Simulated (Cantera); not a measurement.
Cantera run:

```python
import numpy as np
import cantera as ct

gas_names = """
    H HNO HNO2 HNO3 HO2 H2 H2O H2O2 N NH NH2 NH3 NH2OH NO NO2 NO3 N2 N2H2 N2H4 N2O O OH O2 O3
""".split()
cond_names = """
    H2O(s) H2O(L)
""".split()


# ... load() reads the species with a 1 bar reference pressure and builds the phases ...
atoms = {
    'N2O': {'N': 2, 'O': 1},
    'H2': {'H': 2},
    'N2': {'N': 2},
}
top_T = {}  # K; cautious upper limits of use, not melting points


# ... equilibrate(T, P, feed) seeds the gas with the atoms and calls Mixture.equilibrate('TP', solver="vcs", rtol=1e-11, max_steps=5000) ...
results = []
feed = {'N2O': 1, 'H2': 0.07, 'N2': 0.76}  # mol
P = 3500  # Pa
for T in [1323, 1423, 1523, 1623, 1723, 1823, 1923, 2023, 2123, 2223]:
    mix = equilibrate(T, P, feed)
    results.append((T, P, feed, dict(zip(mix.species_names, mix.species_moles))))

top = {s: max(r[3][s] / sum(r[3][g] for g in gas_names) for r in results) for s in gas_names}
cols = sorted((s for s in top if top[s] > 1e-05), key=lambda s: -top[s])[:5]
seen = [c for c in cond_names if any(r[3].get(c, 0) > 1e-12 for r in results)]
print("log10 of partial pressures in bar; condensed amounts in mol")
print(f"{'T/K':>10s}" + "".join(f"{s[:9]:>10s}" for s in cols + seen))
for T, P, feed, n in results:
    ng = sum(n[g] for g in gas_names)
    print(f"{T:10.4g}" + "".join(f"{np.log10(max(n[s] / ng * P / 1e5, 1e-99)):10.3f}" for s in cols)
          + "".join(f"{n.get(c, 0):10.4g}" for c in seen))
```

Output:

```
log10 of partial pressures in bar; condensed amounts in mol
       T/K        N2        O2       H2O        NO         O
      1323    -1.571    -2.150    -2.972    -4.808    -7.650
      1423    -1.571    -2.150    -2.972    -4.555    -6.946
      1523    -1.572    -2.151    -2.973    -4.335    -6.334
      1623    -1.572    -2.152    -2.974    -4.142    -5.797
      1723    -1.572    -2.153    -2.976    -3.972    -5.322
      1823    -1.573    -2.155    -2.979    -3.821    -4.899
      1923    -1.573    -2.158    -2.986    -3.686    -4.520
      2023    -1.574    -2.162    -2.995    -3.566    -4.180
      2123    -1.575    -2.168    -3.011    -3.458    -3.872
      2223    -1.577    -2.176    -3.035    -3.362    -3.593
```

Method: chemical equilibrium by Gibbs-energy minimisation in Cantera with the NASA 1993 tables (ideal gas, pure condensed phases).
